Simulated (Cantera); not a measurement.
What does this Cantera script print?

```python
import numpy as np
import cantera as ct

gas_names = [...]  # 76 gases of nasa_gas.yaml made of C, H
cond_names = """
    C(gr) C6H6(L) C7H8(L) C8H18(L),n-octa
""".split()


# ... load() reads the species with a 1 bar reference pressure and builds the phases ...
atoms = {
    'CH4': {'C': 1, 'H': 4},
    'H2': {'H': 2},
}
top_T = {'C(gr)': 4500}  # K; cautious upper limits of use, not melting points


# ... equilibrate(T, P, feed) seeds the gas with the atoms and calls Mixture.equilibrate('TP', solver="vcs", rtol=1e-11, max_steps=5000) ...
results = []
feed = {'CH4': 1, 'H2': 10}  # mol
P = 13332.2  # Pa
for T in [898, 1048, 1198, 1348, 1498, 1648, 1798, 1948, 2098, 2248, 2398, 2548, 2698, 2848]:
    mix = equilibrate(T, P, feed)
    results.append((T, P, feed, dict(zip(mix.species_names, mix.species_moles))))
    x = sorted(zip(gas.X, gas.species_names), reverse=True)
    print(f"T = {T:g} K  P = {P:g} Pa  gas = {mix.phase_moles(0):.4g} mol")
    print("   x: " + "  ".join(f"{s} {v:.3e}" for v, s in x if v > 0.001))
    print("   condensed (mol): " + ("  ".join(f"{mix.phase(i).name} {mix.phase_moles(i):.4g}"
          for i in range(1, mix.n_phases) if mix.phase_moles(i) > 1e-12) or "none"))
```

It prints:

```
T = 898 K  P = 13332.2 Pa  gas = 11.55 mol
   x: H2 9.606e-01  CH4 3.941e-02
   condensed (mol): C(gr) 0.545
T = 1048 K  P = 13332.2 Pa  gas = 11.91 mol
   x: H2 9.923e-01  CH4 7.665e-03
   condensed (mol): C(gr) 0.9087
T = 1198 K  P = 13332.2 Pa  gas = 11.97 mol
   x: H2 9.979e-01  CH4 2.129e-03
   condensed (mol): C(gr) 0.9745
T = 1348 K  P = 13332.2 Pa  gas = 11.99 mol
   x: H2 9.992e-01
   condensed (mol): C(gr) 0.9907
T = 1498 K  P = 13332.2 Pa  gas = 12 mol
   x: H2 9.996e-01
   condensed (mol): C(gr) 0.9956
T = 1648 K  P = 13332.2 Pa  gas = 12 mol
   x: H2 9.995e-01
   condensed (mol): C(gr) 0.9968
T = 1798 K  P = 13332.2 Pa  gas = 12 mol
   x: H2 9.988e-01
   condensed (mol): C(gr) 0.9946
T = 1948 K  P = 13332.2 Pa  gas = 12.02 mol
   x: H2 9.963e-01  H 3.089e-03
   condensed (mol): C(gr) 0.9862
T = 2098 K  P = 13332.2 Pa  gas = 12.05 mol
   x: H2 9.901e-01  H 8.386e-03  C2H2,acetylene 1.413e-03
   condensed (mol): C(gr) 0.9653
T = 2248 K  P = 13332.2 Pa  gas = 12.12 mol
   x: H2 9.768e-01  H 1.989e-02  C2H2,acetylene 3.236e-03
   condensed (mol): C(gr) 0.9207
T = 2398 K  P = 13332.2 Pa  gas = 12.26 mol
   x: H2 9.513e-01  H 4.209e-02  C2H2,acetylene 6.571e-03
   condensed (mol): C(gr) 0.8369
T = 2548 K  P = 13332.2 Pa  gas = 12.5 mol
   x: H2 9.071e-01  H 8.068e-02  C2H2,acetylene 1.197e-02
   condensed (mol): C(gr) 0.6941
T = 2698 K  P = 13332.2 Pa  gas = 12.92 mol
   x: H2 8.383e-01  H 1.414e-01  C2H2,acetylene 1.962e-02
   condensed (mol): C(gr) 0.4695
T = 2848 K  P = 13332.2 Pa  gas = 13.56 mol
   x: H2 7.409e-01  H 2.277e-01  C2H2,acetylene 2.894e-02  C2H 1.214e-03
   condensed (mol): C(gr) 0.1332
```

These are equilibrium values from Cantera (NASA tables, ideal gas, pure condensed phases), not measurements of a reactor.
